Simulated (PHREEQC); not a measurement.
0.25 g of hydrous ferric oxide (600 m²/g; 0.2 weak and 0.005 strong sites per Fe, Dzombak-Morel constants, diffuse double layer) in 1 kg of water with 0.1 mol/kgw of an inert sodium salt and 0.0006 mol/kgw Na2SeO3 and 1.7e-06 mol/kgw NaF, at 25 °C; the pH is set by adding NaOH or the inert anion's acid. No oxygen is let in. No CO2 enters from the air. No solid was allowed to form.

The series has 13 steps of pH, from 4 to 10.

All values are PHREEQC results (ion-association model, wateq4f.dat), not measurements.

Task: At which pH does the surface charge pass through zero?

Result: Near pH 6.6.

Species that the database lacks are ignored. The database's selenite sorption wasn't checked against measurements; a fall in acid may be a fault of its surface constants.
